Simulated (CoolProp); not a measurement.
Aqueous calcium chloride as a coolant, at 4 °C, 1 atm.

Model: Melinder's fits for secondary coolants, in CoolProp.

```json
[
 {"mass %": "1", "freezing point (°C)": "…", "Prandtl number": "11.6", "density (kg/m³)": "1008", "conductivity (W/(m K))": "0.568", "cp (kJ/(kg K))": "4.134"},
 {"mass %": "3.5", "freezing point (°C)": "-1.6", "Prandtl number": "11.8", "density (kg/m³)": "1029", "conductivity (W/(m K))": "0.567", "cp (kJ/(kg K))": "3.967"},
 {"mass %": "6", "freezing point (°C)": "-2.9", "Prandtl number": "12.0", "density (kg/m³)": "1051", "conductivity (W/(m K))": "0.565", "cp (kJ/(kg K))": "3.812"},
 {"mass %": "8.5", "freezing point (°C)": "-4.6", "Prandtl number": "12.3", "density (kg/m³)": "1074", "conductivity (W/(m K))": "…", "cp (kJ/(kg K))": "3.663"},
 {"mass %": "10.9", "freezing point (°C)": "-6.7", "Prandtl number": "12.7", "density (kg/m³)": "1096", "conductivity (W/(m K))": "0.561", "cp (kJ/(kg K))": "3.525"},
 {"mass %": "13.4", "freezing point (°C)": "…", "Prandtl number": "13.3", "density (kg/m³)": "1120", "conductivity (W/(m K))": "0.558", "cp (kJ/(kg K))": "3.388"},
 {"mass %": "15.9", "freezing point (°C)": "-12.2", "Prandtl number": "14.0", "density (kg/m³)": "1144", "conductivity (W/(m K))": "0.556", "cp (kJ/(kg K))": "3.258"},
 {"mass %": "18.3", "freezing point (°C)": "-15.5", "Prandtl number": "15.0", "density (kg/m³)": "1167", "conductivity (W/(m K))": "0.553", "cp (kJ/(kg K))": "3.143"},
 {"mass %": "20.8", "freezing point (°C)": "-19.7", "Prandtl number": "16.3", "density (kg/m³)": "1192", "conductivity (W/(m K))": "0.550", "cp (kJ/(kg K))": "3.035"},
 {"mass %": "23.3", "freezing point (°C)": "-24.8", "Prandtl number": "17.9", "density (kg/m³)": "1218", "conductivity (W/(m K))": "0.547", "cp (kJ/(kg K))": "2.939"},
 {"mass %": "25.7", "freezing point (°C)": "-31.1", "Prandtl number": "20.0", "density (kg/m³)": "1243", "conductivity (W/(m K))": "0.544", "cp (kJ/(kg K))": "2.858"},
 {"mass %": "28.2", "freezing point (°C)": "-39.8", "Prandtl number": "22.8", "density (kg/m³)": "1270", "conductivity (W/(m K))": "0.541", "cp (kJ/(kg K))": "2.781"}
]
```

Fill in the missing entries.


- 1, freezing point (°C): -0.5
- 8.5, conductivity (W/(m K)): 0.563
- 13.4, freezing point (°C): -9.2
